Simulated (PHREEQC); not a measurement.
Solution (34 °C): 0.0029 mol ZnBr2 per kg of water. Closed to the air; pH follows from the charge balance.

Model: ion-association model, wateq4f.dat, run in PHREEQC.

Each row changes one thing in this solution. This is a speciation only: nothing precipitates in the calculation.

```
case                           pH  ZnBr+ (mol/kgw)  ZnOH+ (mol/kgw)  ZnBr2 (mol/kgw)  SI of Zincite(c) (ZnO)
---------------------------  ----  ---------------  ---------------  ---------------  ----------------------
as made                      5.68          3.03e-6          2.25e-6          5.73e-9                   -2.01
diluted 2-fold with water    5.81          8.36e-7          1.62e-6         8.34e-10                   -2.01
temperature from 34 to 5 °C  6.15          3.08e-6          6.72e-7          5.88e-9                   -2.69
diluted 5-fold with water    5.99          1.47e-7          1.04e-6         6.17e-11                   -2.01
4.8e-05 mol/kgw HBF4 added   3.84          3.02e-6          3.24e-8          5.70e-9                   -5.69
```

At this temperature some constants are extrapolated from 25 °C, and those without enthalpy data are left unchanged. Real BF4- forms and hydrolyses slowly; the run takes it at equilibrium.
